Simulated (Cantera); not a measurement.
What does this Cantera script print?

```python
import numpy as np
import cantera as ct

gas = ct.Solution("gri30.yaml")
gas.TPX = 1623, 13332, {'CH4': 1, 'N2': 28}
reactor = ct.IdealGasConstPressureReactor(gas, energy="off", clone=False)
net = ct.ReactorNet([reactor])
net.rtol, net.atol = 1e-08, 1e-18
show = ['CH4', 'H2', 'CH3', 'CH2', 'H', 'C2H2']
times = np.geomspace(4e-06, 2, 11)

steps = ct.SolutionArray(gas, extra=["t"])
rows = []
print(f"{'t/s':>10s}{'T/K':>9s}{'P/Pa':>11s}" + "".join(f"{s:>11s}" for s in show))
for t in times:
    while net.time < t:
        t_next = net.step()
        steps.append(gas.state, t=t_next)
    rows.append([np.interp(t, steps.t, y) for y in (steps.T, steps.P, *steps(*show).X.T)])
    print(f"{t:10.3e}{rows[-1][0]:9.1f}{rows[-1][1]:11.4g}" + "".join(f"{x:11.3e}" for x in rows[-1][2:]))
rate = np.gradient(steps.T, steps.t)
print("integrator steps:", len(steps.t))
if steps.T.max() > steps.T[0] + 200:
    print(f"time of steepest temperature rise: {steps.t[rate.argmax()]:.4e} s")
gas.TPX = 1623, 13332, {'CH4': 1, 'N2': 28}
gas.equilibrate("TP")
print(f"equilibrium (TP): T = {gas.T:.1f} K  " + "  ".join(f"{s} {gas[s].X[0]:.3e}" for s in show))
```

Result:

```
       t/s      T/K       P/Pa        CH4         H2        CH3        CH2          H       C2H2
 4.000e-06   1623.0  1.333e+04  3.448e-02  1.192e-08  6.825e-08  7.751e-15  4.442e-08  1.969e-20
 1.486e-05   1623.0  1.333e+04  3.448e-02  1.136e-07  3.229e-07  3.066e-13  9.565e-08  6.865e-18
 5.519e-05   1623.0  1.333e+04  3.448e-02  6.637e-07  1.441e-06  5.928e-12  1.136e-07  3.739e-15
 2.050e-04   1623.0  1.333e+04  3.448e-02  2.775e-06  5.658e-06  6.361e-11  1.140e-07  1.184e-12
 7.615e-04   1623.0  1.333e+04  3.446e-02  1.072e-05  2.124e-05  6.906e-10  1.177e-07  2.639e-10
 2.828e-03   1623.0  1.333e+04  3.440e-02  4.568e-05  7.681e-05  7.931e-09  1.689e-07  5.375e-08
 1.051e-02   1623.0  1.333e+04  3.393e-02  4.115e-04  2.473e-04  7.277e-08  8.043e-07  1.062e-05
 3.902e-02   1623.0  1.333e+04  2.856e-02  6.741e-03  4.223e-04  2.342e-07  7.046e-06  1.232e-03
 1.450e-01   1623.0  1.333e+04  1.666e-02  2.522e-02  2.249e-04  1.277e-07  1.776e-05  8.114e-03
 5.384e-01   1623.0  1.333e+04  6.413e-03  4.054e-02  9.277e-05  6.035e-08  2.931e-05  1.347e-02
 2.000e+00   1623.0  1.333e+04  1.622e-03  4.759e-02  2.639e-05  1.995e-08  3.828e-05  1.586e-02
integrator steps: 1111
equilibrium (TP): T = 1623.0 K  CH4 1.960e-05  H2 4.995e-02  CH3 3.394e-07  CH2 2.767e-10  H 4.260e-05  C2H2 2.798e-03
```

Detailed kinetics in Cantera: GRI-Mech 3.0 (53 species, 325 reactions). GRI-Mech 3.0 stops at C3 and has no aromatics, soot or wall deposition, so with more carbon than oxygen in the feed, carbon stays in small species such as C2H2 where larger ones or solid carbon would form.
